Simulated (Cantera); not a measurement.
A perfectly stirred reactor is fed with H₂ : O₂ : N₂ : H₂O = 1 : 0.294 : 1.11 : 0.11 (molar parts), equivalence ratio 1.7, at 9.87 atm; it is adiabatic with a 748 K inlet, and is followed from long to short residence time, starting on the burning branch (τ in s: 0.051, 0.021, 0.0084, 0.0034, 0.0014, 0.00056, 0.00023, 9.2e-05, 3.7e-05, 1.5e-05, 6.1e-06).

Model: the H2/O2 subset of GRI-Mech 3.0, which has no nitrogen chemistry, integrated in Cantera. The hydrogen kinetics of GRI-Mech 3.0 are dated; newer H2 mechanisms differ, most at raised pressure.

x: mole fraction; the columns are a selection and need not sum to one.

| τ (s) | T (K) | x H₂ | x O₂ | x H₂O | x HO₂ | x H₂O₂ | x H | x OH |
|---|---|---|---|---|---|---|---|---|
| 0.051 | 2427 | 0.184 | 9.61e-6 | 0.313 | … | 1.47e-8 | 0.00253 | 0.000816 |
| 0.021 | 2427 | 0.184 | 1.59e-5 | 0.313 | … | 1.65e-8 | 0.00261 | 0.000839 |
| 0.0084 | 2425 | 0.184 | 3.06e-5 | 0.313 | … | 2.12e-8 | 0.00279 | 0.000895 |
| 0.0034 | 2422 | 0.184 | 6.13e-5 | 0.313 | … | 3.21e-8 | 0.00318 | 0.00102 |
| 0.0014 | 2415 | 0.184 | 0.000118 | 0.312 | … | 5.61e-8 | 0.00396 | 0.00126 |
| 0.00056 | 2403 | 0.183 | 0.000220 | 0.311 | … | 1.09e-7 | 0.00540 | 0.00169 |
| 0.00023 | 2383 | 0.183 | 0.000391 | 0.309 | … | 2.08e-7 | 0.00771 | 0.00235 |
| 9.2e-5 | 2351 | 0.182 | 0.000704 | 0.307 | … | 3.80e-7 | 0.0113 | 0.00332 |
| 3.7e-5 | 2305 | 0.180 | 0.00127 | 0.303 | … | 6.29e-7 | 0.0166 | 0.00456 |
| 1.5e-5 | 2237 | 0.179 | 0.00229 | 0.298 | … | 9.63e-7 | 0.0238 | 0.00596 |
| 6.1e-6 | 2143 | 0.178 | 0.00422 | 0.290 | … | 1.43e-6 | 0.0331 | 0.00722 |

**Question.** Complete the blanks.

**Answer.** 
- 0.051, x HO₂: 1.60e-8
- 0.021, x HO₂: 2.08e-8
- 0.0084, x HO₂: 3.30e-8
- 0.0034, x HO₂: 6.34e-8
- 0.0014, x HO₂: 1.39e-7
- 0.00056, x HO₂: 3.42e-7
- 0.00023, x HO₂: 8.45e-7
- 9.2e-5, x HO₂: 2.07e-6
- 3.7e-5, x HO₂: 4.72e-6
- 1.5e-5, x HO₂: 1.01e-5
- 6.1e-6, x HO₂: 2.11e-5
